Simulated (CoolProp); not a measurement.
Properties of neopentane along the isobar 14300 kPa.

The numbers come from the reference Helmholtz-energy equation of state, Lemmon 2006 in CoolProp. It is a short technical equation, of lower accuracy than the large ones.

| T (K) | phase | density (kg/m³) | cp (kJ/(kg K)) | speed of sound (m/s) | Joule-Thomson coefficient (K/MPa) | fugacity coefficient |
|---|---|---|---|---|---|---|
| 359.8 | liquid | 547.3 | 2.547 | 761.3 | -0.2401 | 0.09201 |
| 365.9 | liquid | 541.1 | 2.578 | 739.8 | -0.2197 | 0.1023 |
| 372.1 | liquid | 534.7 | 2.609 | 718.3 | -0.1981 | 0.1133 |
| 378.2 | liquid | 528.3 | 2.640 | 697.4 | -0.1759 | 0.1247 |
| 384.4 | liquid | 521.7 | 2.672 | 676.6 | -0.1521 | 0.1369 |
| 390.5 | liquid | 515.1 | 2.703 | 656.4 | -0.1275 | 0.1494 |
| 396.7 | liquid | 508.4 | 2.734 | 636.3 | -0.1013 | 0.1627 |
| 402.8 | liquid | 501.6 | 2.765 | 617.0 | -0.07419 | 0.1762 |
| 408.9 | liquid | 494.7 | 2.796 | 598.1 | -0.04567 | 0.1902 |
| 415.1 | liquid | 487.6 | 2.828 | 579.3 | -0.01517 | 0.2048 |
| 421.2 | liquid | 480.6 | 2.858 | 561.2 | 0.01638 | 0.2196 |
| 427.4 | liquid | 473.3 | 2.889 | 543.4 | 0.05008 | 0.2350 |
| 433.5 | liquid | 466.0 | 2.920 | 526.4 | 0.08490 | 0.2505 |
